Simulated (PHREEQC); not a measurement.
Na2CO3 is added in steps, without added water, to 1 kg of water holding 0.0025 mol NaHSO4, 0.26 mol NaF and 4.9e-05 mol KCl, at 25 °C. Oxygen alone is held at its pressure in air (log pO2 = -0.68). The system is closed to CO2. Solids allowed: Halite, Mirabilite, Nahcolite, Natron. Others were left out.

Base run: PHREEQC, ion-association model, wateq4f.dat. Each further column changes one thing. The table gives pH.

```csv
Na2CO3 added (mol),base,diluted 100-fold with water,KCl from 4.9e-05 to 4.9e-06 mol/kgw,diluted 2-fold with water,no solid may form
0,5.27,___,5.27,5.21,5.27
0.0003094,5.39,___,5.39,5.47,5.39
0.0006188,5.53,10.35,5.53,5.95,5.53
0.0009281,5.72,10.46,5.72,6.60,5.72
0.001238,5.97,10.53,5.97,7.87,5.97
0.001547,6.26,10.58,6.26,9.09,6.26
0.001753,6.46,10.61,6.46,9.32,6.46
0.002063,6.83,10.65,6.83,9.52,6.83
0.002372,7.42,10.68,7.42,9.65,7.42
0.002681,8.47,___,8.47,9.75,8.47
0.002991,8.87,10.73,8.87,___,8.87
0.0033,9.08,10.75,9.08,9.90,9.08
```

Problem. Fill in the missing entries.

Solution. 
- 0, diluted 100-fold with water: 5.28
- 0.0003094, diluted 100-fold with water: 10.14
- 0.002681, diluted 100-fold with water: 10.71
- 0.002991, diluted 2-fold with water: 9.83
